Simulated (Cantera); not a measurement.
Feed: 1 mol AlN, 1.1 mol HCl, 38 mol H2, at 1550 °C and 13300 Pa.

These are equilibrium values from Cantera (NASA tables, ideal gas, pure condensed phases), not measurements of a reactor. Candidate condensed phases: Al, AlCl3, AlN, NH4Cl; 20 gas species. The tables' values for AlCl2 are old estimates; treat these amounts as uncertain. Rates play no part.

Base state: H2 0.960, AlCl 0.0232, N2 0.0118, HCl 0.00360, H 0.00116, AlCl2 0.000285, Al 9.72e-5, AlH 1.49e-5 (mole fractions); condensed: AlN(s).

Q: What changes in the equilibrium state with this change: pressure from 13300 Pa to 28.0 Pa?

A: 
```tsv
species	before	after
H2	0.960	0.934
H	0.00116	0.0251
AlCl	0.0232	0.0228
Al	9.72e-5	0.00178
N2	0.0118	0.0123
AlCl3	1.01e-5	2.84e-8
Cl	3.33e-6	8.50e-5
AlCl2	0.000285	1.49e-5
AlH	1.49e-5	1.23e-5
AlN(s), mol	0.0523	0
```
